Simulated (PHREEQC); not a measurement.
Solution (69 °C): 0.0088 mol/kgw HF, 0.116 mol/kgw NH4HF2, 8.8e-05 mol/kgw H2SiF6 and 0.022 mol/kgw H3PO4. Closed to the air; pH follows from the charge balance.

The numbers come from PHREEQC with the ion-association model, phreeqc.dat.

This is a speciation only: nothing precipitates in the calculation.

**Question.** Predict the pH, activity of water.

**Answer.** pH 3.17; activity of water 0.994.

**Question.** In which forms is P present?

**Answer.** H2PO4- 89 %, H3PO4 11 % of the P.

Away from 25 °C the constants follow the database's enthalpies or fits; those with neither stay at their 25 °C values. SiF6-2 is the database's only silicon fluoride.
